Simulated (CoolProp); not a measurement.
Ethanol at 298.15 K and 1.3 MPa is throttled through a valve to 0.792 MPa with no heat exchange. Each further row changes one setting.

The numbers come from the reference Helmholtz-energy equation of state, Schroeder 2014 in CoolProp.

```tsv
case	temperature change (K)	final density (kg/m³)
as stated	[?]	786
outlet pressure 0.238 MPa	[?]	[?]
outlet pressure 1.03 MPa	+0.1	786
```

Q: Fill in the missing entries.

A: 
- as stated, temperature change (K): +0.2
- outlet pressure 0.238 MPa, temperature change (K): +0.4
- outlet pressure 0.238 MPa, final density (kg/m³): 785
